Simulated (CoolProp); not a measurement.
Vapour-liquid equilibrium of toluene (1) + n-decane (2) at 345.2 K; x and y are mole fractions of (1).

Computed with CoolProp (multi-fluid Helmholtz-energy mixture model, Lemmon 2006 and Lemmon 2006; pair parameters Bell 2016).

| x | bubble pressure (MPa) | y at the bubble point | dew pressure at overall composition x (MPa) | liquid density (mol/L) |
|---|---|---|---|---|
| 0.05 | 0.004265 | 0.374 | 0.002939 | 4.967 |
| 0.15 | 0.007342 | 0.675 | 0.003251 | 5.222 |
| 0.25 | 0.01044 | 0.797 | 0.003636 | 5.501 |
| 0.35 | 0.01340 | 0.862 | 0.004126 | 5.806 |
| 0.45 | 0.01615 | 0.901 | 0.004768 | 6.143 |
| 0.55 | 0.01870 | 0.928 | 0.005649 | 6.516 |
| 0.65 | 0.02108 | 0.948 | 0.006933 | 6.933 |
| 0.75 | 0.02337 | 0.965 | 0.008977 | 7.401 |
| 0.85 | 0.02567 | 0.979 | 0.01273 | 7.932 |
| 0.95 | 0.02806 | 0.993 | 0.02131 | 8.537 |

No azeotrope shows between x = 0.05 and 0.95.

The pair parameters rest on a limited set of measurements; away from them the model extrapolates.
